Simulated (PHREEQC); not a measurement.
A made-up water analysis in mg/kgw, 25 °C, pH 2.5, pe 8.7:

```
constituent  mg/kgw
-----------  ------
Na              365
K              5.98
Ca              697
Mg              353
Cl              548
S(6) as SO4    3380
Br             49.3
```

Valence states are taken as typed.

Equilibrium calculation in PHREEQC: ion-association model, phreeqc.dat.

Question: The ionic strength comes out as 0.0992 mol/kgw. What activity coefficients do Mg+2, SO4-2, Br-, HSO4-, Ca+2 get?

Answer: Mg+2 0.41, SO4-2 0.37, Br- 0.75, HSO4- 0.78, Ca+2 0.39.

No solid was allowed to form. Examples of supersaturated solids here: Gypsum. Others may be too. Complexes and solids missing from the database can't appear.
